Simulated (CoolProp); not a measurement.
A simple Rankine cycle with R245ca: condensing at 309.15 K, boiler at 2.76 MPa, turbine inlet 442.2 K, turbine efficiency 0.75, pump efficiency 0.8, no recuperator. Each further row changes one setting.

Values from CoolProp's reference Helmholtz-energy equation of state, Zhou 2016.

| case | thermal efficiency (%) | net work (kJ/kg) | heat in (kJ/kg) | turbine exit temperature (K) | volume ratio over the turbine |
|---|---|---|---|---|---|
| as stated | 14.5 | [?] | 302 | [?] | 22.3 |
| condensing temperature 301.15 K | 15.5 | [?] | 314 | 364.8 | 29.7 |
| boiler pressure 1.93 MPa | [?] | 42.0 | 317 | [?] | 13.8 |
| turbine efficiency 0.65 | 12.5 | [?] | 302 | [?] | 22.7 |

### Question
Some entries are withheld; supply them.

### Answer

- as stated, net work (kJ/kg): 43.9
- as stated, turbine exit temperature (K): 369.8
- condensing temperature 301.15 K, net work (kJ/kg): 48.5
- boiler pressure 1.93 MPa, thermal efficiency (%): 13.3
- boiler pressure 1.93 MPa, turbine exit temperature (K): 385.5
- turbine efficiency 0.65, net work (kJ/kg): 37.7
- turbine efficiency 0.65, turbine exit temperature (K): 375.7
